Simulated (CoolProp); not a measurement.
Values from CoolProp's reference Helmholtz-energy equation of state, Penoncello 2003.

Q: For CHF3 (R23), give the phase and the viscosity (µPa s), Prandtl number at 201.85 °C and 0.0764 bar; 201.85 °C and 0.52 bar.

A: 
- 201.85 °C and 0.0764 bar: gas; viscosity 22.6, Prandtl number 0.949
- 201.85 °C and 0.52 bar: gas; viscosity 22.6, Prandtl number 0.947

Viscosity comes from a separate model (Shan 2000). Thermal conductivity comes from a separate model (Shan 2000).
